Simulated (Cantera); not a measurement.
Input: 1 mol MgCl2, 20 mol H2, equilibrated at 7.50 Torr.

Cantera equilibrium calculation (NASA polynomials, part measured and part estimated; ideal gas, pure solids and liquids). Candidate condensed phases: Mg, MgCl2; 10 gas species. The tables' values for MgH are old estimates; treat these amounts as uncertain. Kinetics and transport are ignored.

x: gas mole fraction; n: condensed amount in mol.

```csv
T (K),x H2,x MgCl2,x HCl,x Mg,x H,n MgCl2(s)
625,1.00,6.03e-10,5.82e-11,3.02e-11,<1e-12,1.00
775,1.000,4.97e-6,9.32e-8,4.66e-8,9.92e-12,1.000
925,0.998,0.00203,1.30e-5,6.49e-6,2.60e-9,0.959
1075,0.952,0.0475,?,?,?,0
1225,0.951,0.0468,0.00147,0.000724,3.04e-6,0
1375,0.947,0.0450,0.00500,0.00245,3.34e-5,0
1525,0.939,0.0407,0.0130,0.00636,0.000229,0
1675,0.925,?,?,?,?,0
1825,0.903,0.0226,0.0466,0.0229,0.00418,0
```

Q: Complete the blanks.

A: 
- 1675, x MgCl2: 0.0331
- 1675, x HCl: 0.0271
- 1675, x Mg: 0.0133
- 1675, x H: 0.00112
- 1075, x HCl: 0.000302
- 1075, x Mg: 0.000149
- 1075, x H: 1.43e-7
